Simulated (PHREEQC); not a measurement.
Make-up at 25 °C: 0.0118 mol/kgw NaHF2. Closed to the air; pH follows from the charge balance.

Computed with PHREEQC (ion-association model, phreeqc.dat).

```yaml
pH: 3.18
ionic_strength: 0.0125 mol/kgw
specific_conductance: 1390 µS/cm
total_alkalinity: -11.8 meq/kg
```

| species | molality | activity | log γ |
|---|---|---|---|
| F- | 0.0120 | 0.0107 | -0.050 |
| Na+ | 0.0117 | 0.0105 | -0.049 |
| HF | 0.0106 | 0.0106 | 0.001 |
| H+ | 0.000732 | 0.000663 | -0.043 |
| HF2- | 0.000487 | 0.000434 | -0.049 |
| NaF | 6.42e-5 | 6.44e-5 | 0.001 |

Precipitation was switched off in this run.
